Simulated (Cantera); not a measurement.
What does this Cantera script print?

```python
import numpy as np
import cantera as ct

surf = ct.Interface("ptcombust.yaml", "Pt_surf")
gas = surf.adjacent["gas"]
gas.TPX = 700, 100000, {'CO': 0.012, 'O2': 0.16, 'N2': 0.79, 'H2O': 0.011}
surf.TP = 700, 100000
reactor = ct.FlowReactor(gas, clone=False)
reactor.area = 0.0001  # m2
reactor.surface_area_to_volume_ratio = 2100  # 1/m
reactor.mass_flow_rate = 0.57 * reactor.area * gas.density  # inlet velocity 0.57 m/s
reactor.energy_enabled = False
wall = ct.ReactorSurface(surf, reactor, clone=False)
net = ct.ReactorNet([reactor])
net.rtol, net.atol = 1e-8, 1e-16
show, cover = ['CO', 'O2', 'H2O', 'CO2'], ['PT(S)', 'H(S)', 'O(S)', 'OH(S)', 'CO(S)', 'C(S)']

rows = []
print(f"{'z/m':>9s}{'u/(m/s)':>9s}" + "".join(f"{s:>13s}" for s in show + cover))
for z in [5.8e-05, 0.00013, 0.00027, 0.00058, 0.0013, 0.0027, 0.0058]:
    net.advance(z)
    rows.append([reactor.speed, *gas[show].X, *surf[cover].coverages])
    print(f"{z:9.4g}{rows[-1][0]:9.3g}" + "".join(f"{x:13.4e}" for x in rows[-1][1:]))
```

It prints:

```
      z/m  u/(m/s)           CO           O2          H2O          CO2        PT(S)         H(S)         O(S)        OH(S)        CO(S)         C(S)
  5.8e-05    0.569   9.1986e-03   1.6312e-01   1.1323e-02   3.1539e-03   2.6399e-02   1.5766e-09   9.6149e-01   3.3107e-03   8.7957e-03   5.8997e-17
  0.00013    0.569   8.8348e-03   1.6297e-01   1.1325e-02   3.5199e-03   1.9850e-02   1.0222e-09   9.7254e-01   2.8875e-03   4.7234e-03   2.3552e-17
  0.00027    0.569   8.4088e-03   1.6279e-01   1.1328e-02   3.9485e-03   1.6259e-02   7.5570e-10   9.7812e-01   2.6211e-03   2.9996e-03   1.2181e-17
  0.00058    0.569   7.8051e-03   1.6254e-01   1.1331e-02   4.5560e-03   1.3479e-02   5.6931e-10   9.8222e-01   2.3919e-03   1.9058e-03   6.3890e-18
   0.0013    0.568   6.9272e-03   1.6217e-01   1.1336e-02   5.4393e-03   1.1209e-02   4.3111e-10   9.8544e-01   2.1852e-03   1.1659e-03   3.2399e-18
   0.0027    0.568   5.8682e-03   1.6172e-01   1.1342e-02   6.5049e-03   9.5877e-03   3.4076e-10   9.8767e-01   2.0239e-03   7.2108e-04   1.7101e-18
   0.0058    0.568   4.4769e-03   1.6114e-01   1.1350e-02   7.9048e-03   8.2562e-03   2.7215e-10   9.8946e-01   1.8804e-03   4.0721e-04   8.3009e-19
```

Model: Deutschmann's 1995 Pt surface mechanism with GRI-Mech 3.0 gas chemistry, integrated in Cantera. Catalytic surfaces can have several steady states; this one follows from the mechanism file's or the stated starting coverage. Mass transfer to the wall is taken as infinitely fast.
